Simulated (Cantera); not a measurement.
**Equilibrium for thermal oxidation and active oxidation of silicon: Si + N₂O + H₂**

Input: 1 mol Si, 0.076 mol N₂O, a varied amount of H₂, at 74000 Pa.

Method: chemical equilibrium by Gibbs-energy minimisation in Cantera with the NASA 1993 tables (ideal gas, pure condensed phases). Candidate condensed phases: H₂O, Si, SiO₂, Si₂N₂O, Si₃N₄; 35 gas species. Mutual solubility and eutectic melting of coexisting phases are not modelled. Equilibrium is a limit: real reactors are often held back by kinetics, nucleation or transport.

Q: Map the stable condensed phases over T = 975, 1075, 1175, 1275, 1375, 1475, 1575, 1675, 1775, 1875, 1975 K and n(H₂) in mol = 7, 9.9, 14, 20, 28, 40, 56, 80, 110, 160.

A: 
```
T in K \ n(H₂) in mol
           7 9.9  14  20  28  40  56  80 110 160
   1975    A   A   A   A   A   A   A   A   A   A
   1875    B   B   A   A   A   A   A   A   A   A
   1775    B   B   B   B   B   B   A   A   A   A
   1675    B   B   B   B   B   B   B   B   B   B
   1575    B   B   B   B   B   B   B   B   B   B
   1475    B   B   B   B   B   B   B   B   B   B
   1375    B   B   B   B   B   B   B   B   B   B
   1275    B   B   B   B   B   B   B   B   B   B
   1175    B   B   B   B   B   B   B   B   B   B
   1075    B   B   B   B   B   B   B   B   B   B
    975    B   B   B   B   B   B   B   B   B   B
```
A: Si; B: Si + Si₂N₂O.
